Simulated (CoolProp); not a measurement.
Vapour-liquid equilibrium of carbon dioxide (1) + C2F6 (R116) (2) at 19.9 bar; x and y are mole fractions of (1).

Computed with CoolProp (multi-fluid Helmholtz-energy mixture model, Span 1996 and Lemmon 2006; pair parameters Bell 2016).

```
x     bubble temperature, mixture model (K)  bubble temperature, Raoult's law (K)  y, mixture model  y, Raoult's law
----  -------------------------------------  ------------------------------------  ----------------  ---------------
0.05                             (withheld)                                 274.4             0.094            0.090
0.15                                  266.1                                 271.3             0.272            0.250
0.25                             (withheld)                                 268.5             0.418            0.386
0.35                                  256.6                                 266.0             0.527            0.504
0.45                                  253.8                                 263.6        (withheld)            0.607
0.55                                  252.0                                 261.5             0.666            0.698
0.65                                  251.0                                 259.5             0.715            0.778
0.75                                  250.6                                 257.6             0.764            0.850
0.85                                  250.7                                 255.9             0.824            0.914
0.95                                  252.0                                 254.3             0.921            0.973
```

Task: What belongs in the gaps?

Result: 
- 0.05, bubble temperature, mixture model (K): 272.6
- 0.25, bubble temperature, mixture model (K): 260.6
- 0.45, y, mixture model: 0.606

The largest gap from Raoult's law is -9.8 K in bubble temperature, at x = 0.45. y crosses x between x = 0.75 and 0.85: the model has an azeotrope there.

Pair parameters are fitted to limited data, so mixtures are less certain than the pure fluids.
